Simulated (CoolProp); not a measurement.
A closed Brayton cycle with carbon dioxide: compressor inlet 323.15 K and 9.2 MPa, high pressure 26.6 MPa, turbine inlet 680 K, compressor efficiency 0.89, turbine efficiency 0.85, recuperator effectiveness 0.95 (on enthalpy, no pinch check). Each further row changes one setting.

Model: reference Helmholtz-energy equation of state, Span 1996, in CoolProp.

```
case                           thermal efficiency (%)  net work (kJ/kg)  compressor to turbine work  compressor exit (K)  turbine exit (K)
-----------------------------  ----------------------  ----------------  --------------------------  -------------------  ----------------
as stated                                        27.7              57.0                        0.45                400.1             571.1
turbine inlet 630 K                               ___               ___                         ___                400.1               ___
compressor inlet 333.15 K                        25.4               ___                         ___                421.2             571.1
high pressure 22.6 MPa                           27.7              51.6                         ___                388.1             587.5
recuperator effectiveness 0.5                    19.3              57.0                        0.45                400.1             571.1
```

Question: Fill in the missing entries.

Answer: 
- turbine inlet 630 K, thermal efficiency (%): 24.3
- turbine inlet 630 K, net work (kJ/kg): 47.0
- turbine inlet 630 K, compressor to turbine work: 0.50
- turbine inlet 630 K, turbine exit (K): 524.8
- compressor inlet 333.15 K, net work (kJ/kg): 48.5
- compressor inlet 333.15 K, compressor to turbine work: 0.53
- high pressure 22.6 MPa, compressor to turbine work: 0.42
